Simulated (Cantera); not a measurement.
Charge: 1 mol SiH₂Cl₂, 3.9 mol HCl, 60 mol H₂, at 2075 K.

Equilibrium computed with Cantera from the NASA thermochemical tables; the gas is ideal and each condensed phase is pure. Candidate condensed phases: Si; 19 gas species. The tables' values for SiCl, SiCl₃ are old estimates; treat these amounts as uncertain. Gases not in the tables: Si₂H₆ and higher silanes. Equilibrium is a limit: real reactors are often held back by kinetics, nucleation or transport.

log p: log10 of the partial pressure in bar; n: condensed amount in mol.

```json
[
 {"P (Pa)": "100", "log p H₂": "-3.08", "log p H": "-4.12", "log p HCl": "-4.12", "log p Si": "-4.93", "log p SiCl₂": "-5.76", "n Si(l)": "0"},
 {"P (Pa)": "220", "log p H₂": "-2.73", "log p H": "-3.94", "log p HCl": "-3.78", "log p Si": "-4.65", "log p SiCl₂": "-5.15", "n Si(l)": "0"},
 {"P (Pa)": "460", "log p H₂": "(withheld)", "log p H": "(withheld)", "log p HCl": "(withheld)", "log p Si": "(withheld)", "log p SiCl₂": "(withheld)", "n Si(l)": "0"},
 {"P (Pa)": "1000", "log p H₂": "-2.05", "log p H": "-3.60", "log p HCl": "-3.15", "log p Si": "-4.22", "log p SiCl₂": "-4.13", "n Si(l)": "0"},
 {"P (Pa)": "2200", "log p H₂": "-1.70", "log p H": "-3.43", "log p HCl": "-2.83", "log p Si": "-4.06", "log p SiCl₂": "-3.68", "n Si(l)": "0"},
 {"P (Pa)": "4600", "log p H₂": "(withheld)", "log p H": "(withheld)", "log p HCl": "(withheld)", "log p Si": "-3.99", "log p SiCl₂": "(withheld)", "n Si(l)": "(withheld)"},
 {"P (Pa)": "10000", "log p H₂": "-1.04", "log p H": "-3.09", "log p HCl": "-2.18", "log p Si": "-3.99", "log p SiCl₂": "-2.97", "n Si(l)": "0.166"},
 {"P (Pa)": "22000", "log p H₂": "-0.70", "log p H": "-2.92", "log p HCl": "-1.83", "log p Si": "-3.99", "log p SiCl₂": "-2.63", "n Si(l)": "0.214"},
 {"P (Pa)": "46000", "log p H₂": "-0.37", "log p H": "-2.76", "log p HCl": "-1.51", "log p Si": "-3.99", "log p SiCl₂": "-2.30", "n Si(l)": "0.236"},
 {"P (Pa)": "100000", "log p H₂": "-0.04", "log p H": "-2.59", "log p HCl": "-1.17", "log p Si": "-3.99", "log p SiCl₂": "-1.97", "n Si(l)": "0.248"}
]
```

Task: Fill in the missing entries.

Result: 
- 460, log p H₂: -2.40
- 460, log p H: -3.77
- 460, log p HCl: -3.47
- 460, log p Si: -4.42
- 460, log p SiCl₂: -4.63
- 4600, log p H₂: -1.38
- 4600, log p H: -3.26
- 4600, log p HCl: -2.52
- 4600, log p SiCl₂: -3.31
- 4600, n Si(l): 0.0685
